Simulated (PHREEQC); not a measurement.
Make-up at 40 °C: 91 mmol/kgw HF, 0.97 mmol/kgw NH4HF2 and 0.037 mmol/kgw H2SiF6. It is in equilibrium with CO2 at log p = -1 (atm). Otherwise closed; pH follows from the charge balance.

Equilibrium calculation in PHREEQC: ion-association model, phreeqc.dat.

This is a speciation only: nothing precipitates in the calculation.

Problem. Order these F species by the share of F that they hold, largest first: F-, HF2-, SiF6-2, HF.

Solution. HF (88 %), F- (6.9 %), HF2- (4.8 %), SiF6-2 (0.24 %)

The pH is 2.15 and the ionic strength 0.00879 mol/kgw. Away from 25 °C the constants follow the database's enthalpies or fits; those with neither stay at their 25 °C values. SiF6-2 is the database's only silicon fluoride.
